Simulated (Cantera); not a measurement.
An isothermal, constant-pressure homogeneous reactor starts with C₃H₈ : H₂ = 1 : 91 (molar parts), at 1625 K and 100.0 Torr. Integrator tolerance rtol = 1e-08.

Model: GRI-Mech 3.0 (53 species, 325 reactions), integrated in Cantera. GRI-Mech 3.0 was tuned for natural gas; its chemistry of propane as a main component is partial and can be far from experiment. GRI-Mech 3.0 stops at C3 and has no aromatics, soot or wall deposition, so with more carbon than oxygen in the feed, carbon stays in small species such as C2H2 where larger ones or solid carbon would form.

Problem. What does this change do: temperature 1625 to 1375 K?

Solution. 
```
quantity                                              before                                      after
-----------------  -----------------------------------------  -----------------------------------------
x(C₃H₈) at 40.0 s  3.89e-12 (gas-phase equilibrium 3.88e-12)  3.30e-10 (gas-phase equilibrium 1.95e-10)
x(H₂) at 40.0 s          0.982 (gas-phase equilibrium 0.982)        0.975 (gas-phase equilibrium 0.971)
x(CH₂) at 40.0 s     2.80e-9 (gas-phase equilibrium 2.79e-9)  3.25e-11 (gas-phase equilibrium 3.26e-11)
x(C₂H) at 40.0 s     1.04e-8 (gas-phase equilibrium 1.04e-8)  5.51e-11 (gas-phase equilibrium 2.29e-11)
x(CH₄) at 40.0 s     0.00373 (gas-phase equilibrium 0.00373)      0.0184 (gas-phase equilibrium 0.0256)
```
